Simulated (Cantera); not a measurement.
## Stirred combustor or abatement burner

A perfectly stirred reactor is fed with 3.62 % CH₄, 1.56 % CO, 7.27 % O₂, 87.6 % N₂, equivalence ratio 1.1, at 7500 Torr; it is adiabatic with a 400 K inlet, and is followed from long to short residence time, starting on the burning branch (τ in s: 0.4, 0.11, 0.032, 0.0091, 0.0026, 0.00073, 0.00021, 5.9e-05, 1.7e-05, 4.8e-06).

Model: GRI-Mech 3.0 (53 species, 325 reactions), integrated in Cantera.

| τ (s) | T (K) | x CH₄ | x CO | x O₂ | x CH₂ | x H |
|---|---|---|---|---|---|---|
| 0.40 | 1265 | 0.00149 | 0.00974 | 0.00251 | 6.15e-10 | 7.89e-7 |
| 0.11 | 1198 | 0.00256 | 0.0149 | 0.00735 | 6.74e-10 | 8.10e-7 |
| 0.032 | 400 | 0.0362 | 0.0156 | 0.0727 | <1e-12 | <1e-12 |
| 0.0091 | 400 | 0.0362 | 0.0156 | 0.0727 | <1e-12 | <1e-12 |
| 0.0026 | 400 | 0.0362 | 0.0156 | 0.0727 | <1e-12 | <1e-12 |
| 0.00073 | 400 | 0.0362 | 0.0156 | 0.0727 | <1e-12 | <1e-12 |
| 0.00021 | 400 | 0.0362 | 0.0156 | 0.0727 | <1e-12 | <1e-12 |
| 5.9e-5 | 400 | 0.0362 | 0.0156 | 0.0727 | <1e-12 | <1e-12 |
| 1.7e-5 | 400 | 0.0362 | 0.0156 | 0.0727 | <1e-12 | <1e-12 |
| 4.8e-6 | 400 | 0.0362 | 0.0156 | 0.0727 | <1e-12 | <1e-12 |
x: mole fraction; the columns are a selection and need not sum to one.
